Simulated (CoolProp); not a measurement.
Vapour-liquid equilibrium of m-xylene (1) + n-decane (2) at 183 kPa; x and y are mole fractions of (1).

Values from CoolProp's multi-fluid Helmholtz-energy mixture model, Zhou 2012 and Lemmon 2006; pair parameters Bell 2016.

```csv
x,"bubble temperature, mixture model (K)","bubble temperature, Raoult's law (K)","y, mixture model","y, Raoult's law"
0.05,469.3,469.5,0.101,0.104
0.2,462.1,462.3,0.348,0.360
0.35,455.9,456.1,0.535,0.552
0.5,450.4,450.5,0.682,0.700
0.65,445.5,445.5,0.800,0.815
0.8,441.1,441.0,0.897,0.906
0.95,437.0,437.0,0.977,0.979
```

The largest gap from Raoult's law is -0.2 K in bubble temperature, at x = 0.2. No azeotrope shows between x = 0.05 and 0.95.

The pair parameters rest on a limited set of measurements; away from them the model extrapolates.
